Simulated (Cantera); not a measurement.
Charge: 1 mol SiHCl₃, 3.8 mol N₂, 25 mol H₂, at 75.0 mbar.

Cantera equilibrium calculation (NASA polynomials, part measured and part estimated; ideal gas, pure solids and liquids). Candidate condensed phases: NH₄Cl, Si, Si₃N₄; 28 gas species. The tables' values for SiCl₃, SiCl are old estimates; treat these amounts as uncertain. Gases not in the tables: Si₂H₆ and higher silanes. The numbers say what is thermodynamically allowed, not how fast it happens. All values below are at 1500 °C.

Base state: H₂ 0.803, N₂ 0.113, HCl 0.0689, SiCl₂ 0.0145, H 0.000931, SiCl₃ 0.000174, Cl 6.14e-5, SiCl 4.64e-5 (mole fractions); condensed: Si₃N₄(s).

### Question
What changes in the equilibrium state with this change: SiHCl₃ replaced by SiH₄?

### Answer
| species | before | after |
|---|---|---|
| H₂ | 0.803 | 0.895 |
| N₂ | 0.113 | 0.104 |
| H | 0.000931 | 0.000983 |
| HCl | 0.0689 | 0 |
| SiCl₂ | 0.0145 | 0 |
| Si | 2.17e-5 | 2.29e-5 |
| SiCl₃ | 0.000174 | 0 |
| Cl | 6.14e-5 | 0 |
| Si₃N₄(s), mol | 0.183 | 0.333 |
